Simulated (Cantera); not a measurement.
Low-pressure radical oxidation in H2/O2

An isothermal, constant-pressure homogeneous reactor starts with 25.9 % H2, 74.1 % O2, equivalence ratio 0.17, at 1050 K and 330 Pa.

Detailed kinetics in Cantera: GRI-Mech 3.0 (53 species, 325 reactions). Radical loss at walls, strong at low pressure, is not modelled. The temperature is held fixed by assumption; the heat of reaction is taken as removed at once.

```json
[
 {"t (s)": "4.00e-5", "x H2": "0.259", "x O2": "0.741", "x O": "2.54e-12", "x H2O": "<1e-12", "x HO2": "6.78e-11", "x H": "6.58e-11", "x OH": "2.26e-12"},
 {"t (s)": "0.000189", "x H2": "0.259", "x O2": "0.741", "x O": "4.86e-11", "x H2O": "3.41e-11", "x HO2": "3.21e-10", "x H": "3.06e-10", "x OH": "3.18e-11"},
 {"t (s)": "0.000894", "x H2": "0.259", "x O2": "0.741", "x O": "9.83e-10", "x H2O": "2.08e-9", "x HO2": "1.52e-9", "x H": "2.61e-9", "x OH": "4.52e-10"},
 {"t (s)": "0.00423", "x H2": "0.259", "x O2": "0.741", "x O": "8.45e-7", "x H2O": "2.83e-6", "x HO2": "1.21e-8", "x H": "1.99e-6", "x OH": "3.69e-7"},
 {"t (s)": "0.0200", "x H2": "0.0121", "x O2": "0.619", "x O": "0.0621", "x H2O": "0.195", "x HO2": "3.30e-6", "x H": "0.105", "x OH": "0.00620"},
 {"t (s)": "0.0946", "x H2": "0.00692", "x O2": "0.665", "x O": "0.0301", "x H2O": "0.256", "x HO2": "4.01e-6", "x H": "0.0369", "x OH": "0.00484"},
 {"t (s)": "0.447", "x H2": "0.000447", "x O2": "0.700", "x O": "0.00178", "x H2O": "0.296", "x HO2": "2.51e-6", "x H": "0.000518", "x OH": "0.00121"},
 {"t (s)": "2.11", "x H2": "1.36e-5", "x O2": "0.702", "x O": "5.52e-5", "x H2O": "0.298", "x HO2": "2.70e-7", "x H": "2.82e-6", "x OH": "0.000214"},
 {"t (s)": "10.0", "x H2": "1.12e-6", "x O2": "0.702", "x O": "4.76e-6", "x H2O": "0.298", "x HO2": "2.95e-8", "x H": "7.14e-8", "x OH": "6.28e-5"}
]
```
x: mole fraction; the columns are a selection and need not sum to one.

Equilibrium at this temperature and pressure: H2 2.25e-9, O2 0.702, O 9.82e-9, H2O 0.298, HO2 2.04e-9, H 6.75e-12, OH 2.85e-6 (gas phase only).
